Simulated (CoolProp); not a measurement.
Vapour-liquid equilibrium of R134a (1) + R124 (2) at 46.65 °C; x and y are mole fractions of (1).

Model: multi-fluid Helmholtz-energy mixture model, Tillner-Roth 1994 and de Vries 1995; pair parameters Bell 2016, in CoolProp.

**Question.** Give the bubble pressure and the first vapour's composition at x = 0.45, 0.75, 0.95. Is there an azeotrope?

**Answer.** x = 0.45: 9.618 bar, y = 0.556; x = 0.75: 11.05 bar, y = 0.809; x = 0.95: 11.90 bar, y = 0.962. No azeotrope shows between x = 0.05 and 0.95.

The pair parameters rest on a limited set of measurements; away from them the model extrapolates.
